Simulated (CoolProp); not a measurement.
Cyclopentane along the isotherm 217.35 °C: fugacity coefficient from the reference equation and from simpler models built on Tc = 238.6 °C, pc = 4.583 MPa, ω = 0.202; each cubic takes its own stable root.

Model: reference Helmholtz-energy equation of state, Gedanitz 2015, in CoolProp.

```
p (MPa)  phase  reference
-------  -----  ---------
0.153      gas     0.9865
0.306      gas     0.9730
0.458      gas     0.9597
0.611      gas     0.9464
0.764      gas     0.9331
0.917      gas     0.9198
1.07       gas     0.9066
1.22       gas     0.8937
1.37       gas     0.8808
1.53       gas     0.8671
1.68       gas     0.8543
1.83       gas     0.8414
1.99       gas     0.8278
2.14       gas     0.8149
2.29       gas     0.8021
```

**Question.** How far does each simpler model (Redlich-Kwong, Soave-Redlich-Kwong) lie from the reference over these 15 states: mean and median of the absolute difference, and the worst?

**Answer.** 
- Redlich-Kwong: mean 0.6 %, median 0.6 %, worst +1.3 % at 217.35 °C and 2.29 MPa
- Soave-Redlich-Kwong: mean 0.5 %, median 0.4 %, worst +0.9 % at 217.35 °C and 2.29 MPa
